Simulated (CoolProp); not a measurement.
The numbers come from the reference Helmholtz-energy equation of state, Wagner 2002 in CoolProp.

For water, give the phase and the speed of sound (m/s), viscosity (µPa s), Prandtl number at 687.7 K and 0.174 MPa; 687.7 K and 9.81 MPa.


- 687.7 K and 0.174 MPa: gas; speed of sound 638, viscosity 25.1, Prandtl number 0.925
- 687.7 K and 9.81 MPa: gas; speed of sound 594, viscosity 25.2, Prandtl number 1.07

Viscosity comes from a separate model (Huber 2009). Thermal conductivity comes from a separate model (Huber 2012).
